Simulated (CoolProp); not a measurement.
Vapour-liquid equilibrium of hydrogen chloride (1) + ethane (2) at 243.5 K; x and y are mole fractions of (1).

Computed with CoolProp (multi-fluid Helmholtz-energy mixture model, Thol 2018 and Bücker 2006; pair parameters Bell 2016).

Question: Give the bubble pressure and the first vapour's composition at x = 0.35, 0.725, 0.875. Is there an azeotrope?

Answer: x = 0.35: 1.420 MPa, y = 0.424; x = 0.725: 1.413 MPa, y = 0.639; x = 0.875: 1.304 MPa, y = 0.769. y crosses x between x = 0.5 and 0.575: the model has an azeotrope there.

The pair parameters rest on a limited set of measurements; away from them the model extrapolates.
